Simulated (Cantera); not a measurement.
A closed system holds: 1 mol Ta(OEt)₅, 0.013 mol O₂, 45 mol H₂, at 7.50 Torr.

These are equilibrium values from Cantera (NASA tables, ideal gas, pure condensed phases), not measurements of a reactor. Candidate condensed phases: C, C₆H₆, C₇H₈, C₈H₁₈, H₂O, Ta, TaC, Ta₂O₅; 113 gas species. The feed counts by its element totals alone. TaC: taken at fixed stoichiometry. Condensed phases not in the tables: Ta₂C. Kinetics and transport are ignored.

x: gas mole fraction; n: condensed amount in mol.

```json
[
 {"T (°C)": "1650", "x H₂": "0.911", "x H": "0.00899", "x CO": "0.0800", "x C₂H₂ (acetylene)": "0.000411", "x C₃": "3.85e-10", "n C(graphite)": "3.92", "n TaC(s)": "1.00"},
 {"T (°C)": "1725", "x H₂": "0.904", "x H": "0.0153", "x CO": "0.0798", "x C₂H₂ (acetylene)": "0.000686", "x C₃": "2.64e-9", "n C(graphite)": "3.89", "n TaC(s)": "1.00"},
 {"T (°C)": "1800", "x H₂": "0.895", "x H": "0.0249", "x CO": "0.0794", "x C₂H₂ (acetylene)": "0.00110", "x C₃": "1.57e-8", "n C(graphite)": "3.83", "n TaC(s)": "1.00"},
 {"T (°C)": "1875", "x H₂": "0.880", "x H": "0.0391", "x CO": "0.0788", "x C₂H₂ (acetylene)": "0.00169", "x C₃": "8.21e-8", "n C(graphite)": "3.76", "n TaC(s)": "1.00"},
 {"T (°C)": "1950", "x H₂": "0.860", "x H": "(withheld)", "x CO": "0.0780", "x C₂H₂ (acetylene)": "(withheld)", "x C₃": "(withheld)", "n C(graphite)": "3.65", "n TaC(s)": "1.00"},
 {"T (°C)": "2025", "x H₂": "0.832", "x H": "0.0874", "x CO": "0.0769", "x C₂H₂ (acetylene)": "0.00356", "x C₃": "1.61e-6", "n C(graphite)": "3.50", "n TaC(s)": "1.00"},
 {"T (°C)": "2100", "x H₂": "0.795", "x H": "0.125", "x CO": "0.0754", "x C₂H₂ (acetylene)": "0.00489", "x C₃": "6.18e-6", "n C(graphite)": "3.31", "n TaC(s)": "1.00"},
 {"T (°C)": "2175", "x H₂": "0.748", "x H": "0.172", "x CO": "0.0735", "x C₂H₂ (acetylene)": "0.00647", "x C₃": "2.17e-5", "n C(graphite)": "3.06", "n TaC(s)": "1.00"},
 {"T (°C)": "2250", "x H₂": "0.690", "x H": "0.231", "x CO": "0.0711", "x C₂H₂ (acetylene)": "0.00821", "x C₃": "7.09e-5", "n C(graphite)": "2.75", "n TaC(s)": "1.00"},
 {"T (°C)": "2325", "x H₂": "0.621", "x H": "0.300", "x CO": "0.0683", "x C₂H₂ (acetylene)": "0.00999", "x C₃": "0.000215", "n C(graphite)": "2.36", "n TaC(s)": "1.00"},
 {"T (°C)": "2400", "x H₂": "(withheld)", "x H": "(withheld)", "x CO": "0.0651", "x C₂H₂ (acetylene)": "(withheld)", "x C₃": "(withheld)", "n C(graphite)": "(withheld)", "n TaC(s)": "1.00"},
 {"T (°C)": "2475", "x H₂": "0.461", "x H": "0.461", "x CO": "0.0616", "x C₂H₂ (acetylene)": "0.0129", "x C₃": "0.00164", "n C(graphite)": "1.11", "n TaC(s)": "1.000"}
]
```

Q: Complete the blanks.

A: 
- 2400, x H₂: 0.544
- 2400, x H: 0.378
- 2400, x C₂H₂ (acetylene): 0.0116
- 2400, x C₃: 0.000613
- 2400, n C(graphite): 1.85
- 1950, x H: 0.0594
- 1950, x C₂H₂ (acetylene): 0.00250
- 1950, x C₃: 3.83e-7
